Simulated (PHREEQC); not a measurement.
Make-up at 37 °C: 1.5 mmol/kgw CO2. Closed to the air; pH follows from the charge balance.

The numbers come from PHREEQC with the Pitzer model, pitzer.dat.

```yaml
pH: 4.56
ionic_strength: 2.75e-5 mol/kgw
osmotic_coefficient: 1.000
```

```json
[
 {"species": "CO2", "molality": "0.00147", "activity": "0.00147", "log γ": "0.000"},
 {"species": "H+", "molality": "2.75e-5", "activity": "2.74e-5", "log γ": "-0.003"},
 {"species": "HCO3-", "molality": "2.75e-5", "activity": "2.74e-5", "log γ": "-0.003"}
]
```

Precipitation was switched off in this run. Complexes and solids missing from the database can't appear. Constants without temperature data keep their 25 °C values here.
